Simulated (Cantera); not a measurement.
What does this Cantera script print?

```python
import numpy as np
import cantera as ct

gas_names = """
    CL CL2 H HCL H2 Si SiCL SiCL2 SiCL3 SiCL4 SiH SiHCL3 SiH2 SiH2CL2 SiH3 SiH3CL SiH4 Si2 Si3
""".split()
cond_names = """
    Si(cr) Si(L)
""".split()


def load(file, names, dense=False):
    # The tables refer to 1 bar. Condensed volumes are neglected.
    table = {s.name: s for s in ct.Species.list_from_file(file)}
    out = []
    for n in names:
        d = dict(table[n].input_data)
        d["thermo"] = dict(d["thermo"], **{"reference-pressure": 1e5})
        if dense:
            d["equation-of-state"] = {"model": "constant-volume", "density": "1e6 g/cm^3"}
        out.append(ct.Species.from_dict(d))
    return out


gas = ct.Solution(thermo="ideal-gas", species=load("nasa_gas.yaml", gas_names))
cond = {s.name: ct.Solution(thermo="fixed-stoichiometry", species=[s], name=s.name)
        for s in load("nasa_condensed.yaml", cond_names, dense=True)}
atoms = {
    'SiCl4': {'Si': 1, 'CL': 4},
    'HCl': {'H': 1, 'CL': 1},
    'H2': {'H': 2},
    'Cl2': {'CL': 2},
}
top_T = {}  # K; cautious upper limits of use, not melting points


def equilibrate(T, P, feed):
    n = {}
    for name, mol in feed.items():
        for a, k in atoms[name].items():
            n[a] = n.get(a, 0.0) + k * mol
    gas.TPX = T, P, n
    mass = sum(n.values()) * gas.mean_molecular_weight
    gas.equilibrate("TP")
    valid = [c for c in cond.values() if c.min_temp <= T <= top_T.get(c.name, c.max_temp)]
    mix = ct.Mixture([(gas, mass / gas.mean_molecular_weight)] + [(c, 0.0) for c in valid])
    mix.T, mix.P = T, P
    mix.equilibrate("TP", solver="vcs", rtol=1e-11, max_steps=5000)
    return mix


results = []
feed = {'SiCl4': 1, 'HCl': 2.1, 'H2': 2.8, 'Cl2': 2.5}  # mol
T = 1223  # K
P = 101325  # Pa
mix = equilibrate(T, P, feed)
results.append((T, P, feed, dict(zip(mix.species_names, mix.species_moles))))
x = sorted(zip(gas.X, gas.species_names), reverse=True)
print(f"T = {T:g} K  P = {P:g} Pa  gas = {mix.phase_moles(0):.4g} mol")
print("   x: " + "  ".join(f"{s} {v:.3e}" for v, s in x if v > 0.0001))
print("   condensed (mol): " + ("  ".join(f"{mix.phase(i).name} {mix.phase_moles(i):.4g}"
      for i in range(1, mix.n_phases) if mix.phase_moles(i) > 1e-12) or "none"))
```

It prints:

```
T = 1223 K  P = 101325 Pa  gas = 8.401 mol
   x: HCL 8.455e-01  SiCL4 1.187e-01  H2 3.548e-02  SiHCL3 1.538e-04  SiCL3 1.459e-04
   condensed (mol): none
```

Cantera equilibrium calculation (NASA polynomials, part measured and part estimated; ideal gas, pure solids and liquids). The tables' values for SiCl3 are old estimates; treat these amounts as uncertain.
